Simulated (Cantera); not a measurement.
Input: 1 mol BF₃, 5.9 mol N₂, a varied amount of H₂, equilibrated at 69.0 mbar.

Cantera equilibrium calculation (NASA polynomials, part measured and part estimated; ideal gas, pure solids and liquids). Candidate condensed phases: B, BN; 31 gas species. N₂ is the only nitrogen source here; it is nearly inert below about 1500 K, so the nitride shown seldom forms there in practice. The tables' values for BF₂ are old estimates. The numbers say what is thermodynamically allowed, not how fast it happens.

Stable condensed phases, one row left out:

```
T in °C \ n(H₂) in mol
         0.35 0.53 0.79  1.2  1.7  2.6  3.9  5.8  8.7   13
   1552     A    A    A    B    B    B    B    B    B    B
   1502     A    B    B    B    B    B    B    B    B    B
   1402     B    B    B    B    B    B    B    B    B    B
   1352     B    B    B    B    B    B    B    B    B    B
   1302     B    B    B    B    B    B    B    B    B    B
   1252     B    B    B    B    B    B    B    B    B    B
   1202     B    B    B    B    B    B    B    B    B    B
   1152     B    B    B    B    B    B    B    B    B    B
   1102     B    B    B    B    B    B    B    B    B    B
   1052     B    B    B    B    B    B    B    B    B    B
   1002     B    B    B    B    B    B    B    B    B    B
    952     B    B    B    B    B    B    B    B    B    B
    902     B    B    B    B    B    B    B    B    B    B
```

A: gas only; B: BN.

Q: Give the row for 1452 °C.

A: 0.35: BN; 0.53: BN; 0.79: BN; 1.2: BN; 1.7: BN; 2.6: BN; 3.9: BN; 5.8: BN; 8.7: BN; 13: BN.
